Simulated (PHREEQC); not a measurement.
A solution holds 0.46 mmol/kgw HNO3, 64 mmol/kgw K2SO4 and 0.19 mmol/kgw CuSO4, at 25 °C. It is in equilibrium with CO2 at log p = -1 (atm). Otherwise closed; pH follows from the charge balance.

Computed with PHREEQC (ion-association model, phreeqc.dat).

Precipitation was switched off in this run.

**Question.** Order these S species by the share of S that they hold, largest first: SO4-2, CuSO4, KSO4-, HSO4-.

**Answer.** SO4-2 (80 %), KSO4- (19 %), HSO4- (0.46 %), CuSO4 (0.15 %)

The pH is 3.84 and the ionic strength 0.167 mol/kgw.
